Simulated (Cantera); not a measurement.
**Adiabatic ignition**

An adiabatic, constant-pressure homogeneous reactor starts with H₂ : O₂ : N₂ : NO = 1 : 1.09 : 4.09 : 0.0096 (molar parts), at 1200 K and 1.88 atm.

Model: GRI-Mech 3.0 (53 species, 325 reactions), integrated in Cantera. The mechanism lacks 2 NO + O2 → 2 NO2 and HONO, so NO2 and the effect of NO are under-described below about 1400 K.

```
t (s)     T (K)      x H₂    x O₂     x NO      x O       x H    x HO₂     x OH
--------  -----  --------  ------  -------  -------  --------  -------  -------
2.00e-6    1200     0.162   0.176  0.00155  2.29e-9   1.03e-8  9.09e-9  1.38e-9
4.85e-6    1200     0.162   0.176  0.00155  1.85e-8   7.39e-8  4.06e-8  1.05e-8
1.18e-5    1200     0.162   0.176  0.00155  1.14e-6   4.47e-6  1.81e-6  6.40e-7
2.85e-5    1623    0.0234   0.104  0.00160   0.0226    0.0367  8.48e-5   0.0134
6.91e-5    2220   0.00362  0.0992  0.00171  0.00517   0.00202  1.15e-5   0.0132
0.000168   2299   0.00104   0.101  0.00174  0.00148  0.000293  7.36e-6  0.00769
0.000406   2305  0.000839   0.101  0.00178  0.00119  0.000211  7.35e-6  0.00696
0.000985   2305  0.000838   0.101  0.00185  0.00119  0.000210  7.35e-6  0.00696
0.00239    2305  0.000837   0.101  0.00204  0.00119  0.000210  7.34e-6  0.00695
0.00579    2304  0.000834   0.101  0.00247  0.00118  0.000209  7.31e-6  0.00692
0.0140     2302  0.000827   0.101  0.00344  0.00117  0.000206  7.24e-6  0.00687
0.0340     2299  0.000814  0.0998  0.00535  0.00114  0.000200  7.11e-6  0.00676
0.0825     2294  0.000796  0.0985  0.00804  0.00109  0.000193  6.93e-6  0.00661
0.200      2290  0.000784  0.0976  0.00976  0.00107  0.000188  6.82e-6  0.00652
```
x: mole fraction; the columns are a selection and need not sum to one.

time of steepest temperature rise: 27.3 µs
temperature at 0.200 s: 2290 K
equilibrium temperature: 2290 K
x(H₂) at 0.200 s: 0.000784 (gas-phase equilibrium 0.000783)
x(O₂) at 0.200 s: 0.0976 (gas-phase equilibrium 0.0975)
x(NO) at 0.200 s: 0.00976 (gas-phase equilibrium 0.00999)
